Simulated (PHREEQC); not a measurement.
A solution holds 10 mmol/kgw H2SO4, 31 mmol/kgw CuSO4 and 39 mmol/kgw Na2SO4, at 5 °C. Closed to the air; pH follows from the charge balance.

Equilibrium calculation in PHREEQC: ion-association model, phreeqc.dat.

No solid was allowed to form.

Q: Predict the pH, ionic strength.

A: pH 2.11; ionic strength 0.181 mol/kgw.

Q: In which forms is Na present?

A: Na+ 94 %, NaSO4- 6.4 % of the Na.

Away from 25 °C the constants follow the database's enthalpies or fits; those with neither stay at their 25 °C values.
